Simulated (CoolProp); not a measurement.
R152A at 491.43 K and 0.184 MPa flows at 1.1 m/s in a round tube of 50 mm bore and 15 µm roughness, fully developed (64/Re and Nu = 3.66 if laminar; Colebrook and Gnielinski if turbulent). Each further row changes one setting.

Values from CoolProp's reference Helmholtz-energy equation of state, Outcalt 1996. It is a modified Benedict-Webb-Rubin equation, recast in Helmholtz form.

```json
[
 {"case": "as stated", "Reynolds number": "9110", "Darcy friction factor": "0.0321", "pressure drop (Pa/m)": "1.16", "heat-transfer coefficient (W/(m² K))": "…", "mass flow (kg/h)": "23.3"},
 {"case": "velocity 2.2 m/s", "Reynolds number": "18200", "Darcy friction factor": "0.0271", "pressure drop (Pa/m)": "3.93", "heat-transfer coefficient (W/(m² K))": "…", "mass flow (kg/h)": "…"},
 {"case": "diameter 100 mm", "Reynolds number": "18200", "Darcy friction factor": "0.0268", "pressure drop (Pa/m)": "0.485", "heat-transfer coefficient (W/(m² K))": "16.9", "mass flow (kg/h)": "…"}
]
```

Q: What belongs in the gaps?

A: 
- as stated, heat-transfer coefficient (W/(m² K)): 19.3
- velocity 2.2 m/s, heat-transfer coefficient (W/(m² K)): 34.2
- velocity 2.2 m/s, mass flow (kg/h): 46.5
- diameter 100 mm, mass flow (kg/h): 93.1

Viscosity comes from a separate model (Bell 2016), an estimate that may be off by 10 % or more. Thermal conductivity comes from a separate model (Krauss 1996).
